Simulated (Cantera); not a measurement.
What does this Cantera script print?

```python
import numpy as np
import cantera as ct

gas = ct.Solution("gri30.yaml")
gas.TPX = 1575, 1000000, {'H2': 1, 'O2': 1.56, 'N2': 5.88}
reactor = ct.IdealGasConstPressureReactor(gas, energy="on", clone=False)
net = ct.ReactorNet([reactor])
net.rtol, net.atol = 1e-08, 1e-16
show = ['H2', 'O2', 'H', 'NO', 'H2O2', 'N2O']
times = np.geomspace(1e-06, 8, 14)

steps = ct.SolutionArray(gas, extra=["t"])
rows = []
print(f"{'t/s':>10s}{'T/K':>9s}{'P/Pa':>11s}" + "".join(f"{s:>11s}" for s in show))
for t in times:
    while net.time < t:
        t_next = net.step()
        steps.append(gas.state, t=t_next)
    rows.append([np.interp(t, steps.t, y) for y in (steps.T, steps.P, *steps(*show).X.T)])
    print(f"{t:10.3e}{rows[-1][0]:9.1f}{rows[-1][1]:11.4g}" + "".join(f"{x:11.3e}" for x in rows[-1][2:]))
rate = np.gradient(steps.T, steps.t)
print("integrator steps:", len(steps.t))
if steps.T.max() > steps.T[0] + 200:
    print(f"time of steepest temperature rise: {steps.t[rate.argmax()]:.4e} s")
gas.TPX = 1575, 1000000, {'H2': 1, 'O2': 1.56, 'N2': 5.88}
gas.equilibrate("HP")
print(f"equilibrium (HP): T = {gas.T:.1f} K  " + "  ".join(f"{s} {gas[s].X[0]:.3e}" for s in show))
```

Result:

```
       t/s      T/K       P/Pa         H2         O2          H         NO       H2O2        N2O
 1.000e-06   1583.8      1e+06  1.129e-01  1.818e-01  2.054e-03  6.729e-09  5.729e-06  8.612e-09
 3.396e-06   2281.4      1e+06  2.316e-03  1.278e-01  1.522e-03  3.870e-05  1.081e-06  2.987e-06
 1.153e-05   2367.4      1e+06  4.128e-04  1.314e-01  1.099e-04  5.670e-05  7.241e-07  2.962e-06
 3.918e-05   2371.7      1e+06  3.325e-04  1.316e-01  8.063e-05  8.261e-05  7.423e-07  2.213e-06
 1.331e-04   2371.5      1e+06  3.322e-04  1.316e-01  8.052e-05  1.677e-04  7.418e-07  2.211e-06
 4.519e-04   2370.9      1e+06  3.313e-04  1.314e-01  8.019e-05  4.535e-04  7.405e-07  2.208e-06
 1.535e-03   2369.0      1e+06  3.285e-04  1.310e-01  7.909e-05  1.388e-03  7.359e-07  2.199e-06
 5.213e-03   2363.3      1e+06  3.204e-04  1.297e-01  7.595e-05  4.140e-03  7.227e-07  2.181e-06
 1.770e-02   2352.0      1e+06  3.048e-04  1.270e-01  7.008e-05  9.552e-03  6.970e-07  2.169e-06
 6.013e-02   2345.4      1e+06  2.958e-04  1.255e-01  6.679e-05  1.275e-02  6.820e-07  2.176e-06
 2.042e-01   2345.1      1e+06  2.955e-04  1.254e-01  6.667e-05  1.287e-02  6.815e-07  2.177e-06
 6.935e-01   2345.1      1e+06  2.955e-04  1.254e-01  6.667e-05  1.287e-02  6.815e-07  2.177e-06
 2.355e+00   2345.1      1e+06  2.955e-04  1.254e-01  6.667e-05  1.287e-02  6.815e-07  2.177e-06
 8.000e+00   2345.1      1e+06  2.955e-04  1.254e-01  6.667e-05  1.287e-02  6.815e-07  2.177e-06
integrator steps: 1284
time of steepest temperature rise: 1.3776e-06 s
equilibrium (HP): T = 2345.1 K  H2 2.955e-04  O2 1.254e-01  H 6.667e-05  NO 1.287e-02  H2O2 6.815e-07  N2O 2.177e-06
```

Model: GRI-Mech 3.0 (53 species, 325 reactions), integrated in Cantera. The hydrogen kinetics of GRI-Mech 3.0 are dated; newer H2 mechanisms differ, most at raised pressure.
